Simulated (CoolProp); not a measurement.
The numbers come from the reference Helmholtz-energy equation of state, Lemmon 2006 in CoolProp. It is a short technical equation, of lower accuracy than the large ones.

Question: For acetone, give the phase and the cv (kJ/(kg K)), speed of sound (m/s), Joule-Thomson coefficient (K/MPa) at 67.35 °C and 0.205 MPa; 127.35 °C and 14.5 MPa; 244.55 °C and 0.0471 MPa.

Answer: 
- 67.35 °C and 0.205 MPa: liquid; cv 1.63, speed of sound 972, Joule-Thomson coefficient -0.261
- 127.35 °C and 14.5 MPa: liquid; cv 1.75, speed of sound 857, Joule-Thomson coefficient -0.187
- 244.55 °C and 0.0471 MPa: gas; cv 1.77, speed of sound 282, Joule-Thomson coefficient 10.8
